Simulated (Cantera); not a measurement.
An isothermal, constant-pressure homogeneous reactor starts with 15.3 % H₂, 84.7 % O₂, at 975 K and 0.0128 atm.

Computed with Cantera and GRI-Mech 3.0 (53 species, 325 reactions). Radical loss at walls, strong at low pressure, is not modelled. The temperature is held fixed by assumption; the heat of reaction is taken as removed at once.

x: mole fraction; the columns are a selection and need not sum to one.

```json
[
 {"t (s)": "2.00e-5", "x H₂": "0.153", "x O₂": "0.847", "x O": "<1e-12", "x H": "1.16e-11", "x OH": "<1e-12"},
 {"t (s)": "7.06e-5", "x H₂": "0.153", "x O₂": "0.847", "x O": "6.88e-12", "x H": "3.95e-11", "x OH": "4.69e-12"},
 {"t (s)": "0.000249", "x H₂": "0.153", "x O₂": "0.847", "x O": "7.45e-11", "x H": "1.71e-10", "x OH": "3.44e-11"},
 {"t (s)": "0.000879", "x H₂": "0.153", "x O₂": "0.847", "x O": "2.08e-9", "x H": "3.41e-9", "x OH": "8.16e-10"},
 {"t (s)": "0.00310", "x H₂": "0.152", "x O₂": "0.847", "x O": "3.12e-5", "x H": "5.05e-5", "x OH": "1.22e-5"},
 {"t (s)": "0.0110", "x H₂": "0.00445", "x O₂": "0.811", "x O": "0.0175", "x H": "0.0189", "x OH": "0.00289"},
 {"t (s)": "0.0387", "x H₂": "(withheld)", "x O₂": "0.833", "x O": "(withheld)", "x H": "(withheld)", "x OH": "(withheld)"},
 {"t (s)": "0.136", "x H₂": "1.97e-5", "x O₂": "0.835", "x O": "7.15e-5", "x H": "3.36e-6", "x OH": "0.000131"},
 {"t (s)": "0.482", "x H₂": "(withheld)", "x O₂": "0.835", "x O": "(withheld)", "x H": "(withheld)", "x OH": "(withheld)"},
 {"t (s)": "1.70", "x H₂": "1.75e-7", "x O₂": "0.835", "x O": "1.20e-6", "x H": "7.34e-9", "x OH": "1.72e-5"},
 {"t (s)": "6.00", "x H₂": "3.13e-8", "x O₂": "0.835", "x O": "2.55e-7", "x H": "7.11e-10", "x OH": "7.89e-6"}
]
```

Task: What belongs in the gaps?

Result: 
- 0.0387, x H₂: 0.000315
- 0.0387, x O: 0.00119
- 0.0387, x H: 0.000237
- 0.0387, x OH: 0.000555
- 0.482, x H₂: 1.52e-6
- 0.482, x O: 7.40e-6
- 0.482, x H: 1.13e-7
- 0.482, x OH: 4.26e-5
